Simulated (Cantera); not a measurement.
A closed system holds: 1 mol SiCl₄, 0.021 mol C₃H₈, 47 mol H₂, at 5.70 Torr.

Cantera equilibrium calculation (NASA polynomials, part measured and part estimated; ideal gas, pure solids and liquids). Candidate condensed phases: C, C₆H₆, C₇H₈, C₈H₁₈, Si, SiC; 109 gas species. Mutual solubility and eutectic melting of coexisting phases are not modelled. The tables' values for SiCl, SiCl₃ are old estimates; treat these amounts as uncertain. Gases not in the tables: Si₂H₆ and higher silanes. Kinetics and transport are ignored. All values below are at 2000 K.

Base state: H₂ 0.905, HCl 0.0596, H 0.0177, SiCl₂ 0.00939, Si 0.00573, SiCl 0.000930, Cl 0.000870, SiH 0.000322 (mole fractions); condensed: Si(l) + SiC(s).

### Question
What changes in the equilibrium state with this change: H₂ from 47 to 24 mol?

### Answer
```tsv
species	before	after
H₂	0.905	0.852
HCl	0.0596	0.0959
SiCl₂	0.00939	0.0259
H	0.0177	0.0172
SiCl₃	1.18e-5	5.39e-5
SiCl	0.000930	0.00154
Cl	0.000870	0.00144
Si(l), mol	0.0996	0.0375
SiC(s), mol	0.0549	0.0587
```
